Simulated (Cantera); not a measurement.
## Equilibrium for fluorocarbon and chlorocarbon gases: C2F6 + H2 + Si

Feed: 1 mol C2F6, 0.35 mol H2, 1.2 mol Si, held at 0.600 bar.

Cantera equilibrium calculation (NASA polynomials, part measured and part estimated; ideal gas, pure solids and liquids). Candidate condensed phases: C, C6H6, C7H8, C8H18, Si, SiC; 113 gas species. The feed counts by its element totals alone. The tables' values for SiF3 are old estimates; treat these amounts as uncertain. Gases not in the tables: C2F6 and larger saturated fluorocarbons. The numbers say what is thermodynamically allowed, not how fast it happens.

From 875 °C to 1775 °C the condensed part is C(graphite). The main Si-bearing gas is SiF4 throughout.

| T (°C) | log p SiF4 | log p HF | log p CF4 | log p CF2 | log p F | log p CF3 | log p SiF3 | n C(graphite) |
|---|---|---|---|---|---|---|---|---|
| 875 | -0.45 | -0.68 | -1.43 | -8.08 | -9.44 | -8.01 | -10.32 | 1.88 |
| 975 | -0.45 | -0.68 | -1.43 | -7.06 | -8.29 | -7.17 | -9.25 | 1.88 |
| 1075 | -0.45 | -0.68 | -1.43 | -6.18 | -7.31 | -6.47 | -8.34 | 1.88 |
| 1175 | -0.45 | -0.68 | -1.43 | -5.43 | -6.46 | -5.86 | -7.56 | 1.87 |
| 1275 | -0.45 | -0.68 | -1.43 | -4.78 | -5.72 | -5.33 | -6.88 | 1.87 |
| 1375 | -0.45 | -0.68 | -1.43 | -4.21 | -5.07 | -4.87 | -6.28 | 1.87 |
| 1475 | -0.45 | -0.68 | -1.43 | -3.71 | -4.50 | -4.46 | -5.75 | 1.87 |
| 1575 | -0.45 | -0.68 | -1.44 | -3.26 | -3.99 | -4.10 | -5.28 | 1.87 |
| 1675 | -0.45 | -0.68 | -1.44 | -2.87 | -3.53 | -3.78 | -4.85 | 1.87 |
| 1775 | -0.45 | -0.68 | -1.46 | -2.51 | -3.12 | -3.49 | -4.47 | 1.87 |
log p: log10 of the partial pressure in bar; n: condensed amount in mol.
